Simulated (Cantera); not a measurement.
Charge: 1 mol B2O3, 8.6 mol HF, 95 mol N2, at 1050 K and 3900 Pa.

Method: chemical equilibrium by Gibbs-energy minimisation in Cantera with the NASA 1993 tables (ideal gas, pure condensed phases). Candidate condensed phases: B, BN, B2O3, B3O3H3, H2O; 62 gas species. Gases not in the tables: H3BO3. Kinetics and transport are ignored.

Base state: N2 0.924, HF 0.0344, H2O 0.0246, BF3 0.0150, B3O3F3 0.00137, BOF 0.000284, HBO2 5.08e-5, (HBO2)3 1.22e-5 (mole fractions); condensed: gas only.

**Question.** What changes in the equilibrium state with this change: temperature from 1050 K to 1398.15 K?

**Answer.** 
```
species    before    after
-------  --------  -------
N2          0.924    0.912
HF         0.0344   0.0555
BOF      0.000284   0.0136
BF3        0.0150  0.00446
H2O        0.0246   0.0130
(HBO2)3   1.22e-5  1.34e-8
H2        1.77e-7  1.37e-5
```

**Question.** What changes in the equilibrium state with this change: temperature from 1050 K to 1473 K?

**Answer.** 
```
species    before    after
-------  --------  -------
N2          0.924    0.910
HF         0.0344   0.0593
BOF      0.000284   0.0157
BF3        0.0150  0.00248
H2O        0.0246   0.0110
(HBO2)3   1.22e-5  1.05e-9
B3O3F3    0.00137  3.51e-6
H2        1.77e-7  2.57e-5
```

**Question.** What changes in the equilibrium state with this change: B2O3 replaced by CaO?

**Answer.** 
```tsv
species	before	after
N2	0.924	0.926
HF	0.0344	0.0643
H2O	0.0246	0.00975
BF3	0.0150	0
B3O3F3	0.00137	0
BOF	0.000284	0
HBO2	5.08e-5	0
(HBO2)3	1.22e-5	0
CaF2(s), mol	0	1.00
```
Further candidate phases: Ca, CaF2, CaO, Ca(OH)2.
